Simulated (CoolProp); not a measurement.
Vapour-liquid equilibrium of n-octane (1) + p-xylene (2) at 0.00454 MPa; x and y are mole fractions of (1).

Computed with CoolProp (multi-fluid Helmholtz-energy mixture model, Beckmüller 2019 and Zhou 2012; pair parameters Bell 2016).

Task: Give the bubble temperature and the first vapour's composition at x = 0.2, 0.5, 0.95. Is there an azeotrope?

Result: x = 0.2: 47.2 °C, y = 0.319; x = 0.5: 44.2 °C, y = 0.603; x = 0.95: 42.0 °C, y = 0.958. No azeotrope shows between x = 0.05 and 0.95.

Pair parameters are fitted to limited data, so mixtures are less certain than the pure fluids.
